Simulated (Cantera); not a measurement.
# Pyrogenic steam for wet oxidation

A perfectly stirred reactor is fed with H₂ : O₂ : N₂ = 1.4 : 1 : 4.8 (molar parts), at 97.5 Torr; it is held at 1125 K, and followed from long to short residence time.

Detailed kinetics in Cantera: the H2/O2 subset of GRI-Mech 3.0, which has no nitrogen chemistry. The temperature is held fixed by assumption; the heat of reaction is taken as removed at once.

```tsv
τ (s)	x H₂	x O₂	x HO₂	x OH	x O
2.3	0.000322	0.0462	3.70e-6	0.000227	5.88e-5
0.85	0.000617	0.0463	5.14e-6	0.000319	0.000116
0.31	0.00118	0.0465	6.53e-6	0.000452	0.000228
0.12	0.00214	0.0469	7.63e-6	0.000628	0.000425
0.043	0.00399	0.0478	8.56e-6	0.000897	0.000819
0.016	0.00711	0.0493	9.26e-6	0.00126	0.00151
0.0058	0.0124	0.0524	9.89e-6	0.00174	0.00272
0.0021	0.0208	0.0576	1.05e-5	0.00233	0.00463
0.00078	0.0332	0.0656	1.10e-5	0.00292	0.00702
0.00029	0.0531	0.0772	1.14e-5	0.00337	0.00883
```
x: mole fraction; the columns are a selection and need not sum to one.
